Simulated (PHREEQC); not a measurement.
Solution (25 °C): 0.014 mol KH2PO4 and 0.0036 mol HCl per kg of water. Closed to the air; pH follows from the charge balance.

Computed with PHREEQC (ion-association model, wateq4f.dat).

```json
{
 "pH": "2.87",
 "ionic_strength": "0.0155 mol/kgw",
 "total_alkalinity": "-3.60 meq/kg"
}
```

| species | molality | activity | log γ |
|---|---|---|---|
| K+ | 0.0140 | 0.0123 | -0.055 |
| H2PO4- | 0.0119 | 0.0106 | -0.052 |
| Cl- | 0.00360 | 0.00317 | -0.055 |
| H3PO4 | 0.00210 | 0.00210 | 0.002 |
| H+ | 0.00151 | 0.00135 | -0.046 |
| HPO4-2 | 7.88e-7 | 4.85e-7 | -0.211 |
| KHPO4- | 1.31e-8 | 1.17e-8 | -0.052 |

No solid was allowed to form. Species that the database lacks are ignored. H3PO4, which wateq4f.dat lacks, is added to it with the constant of phreeqc.dat.
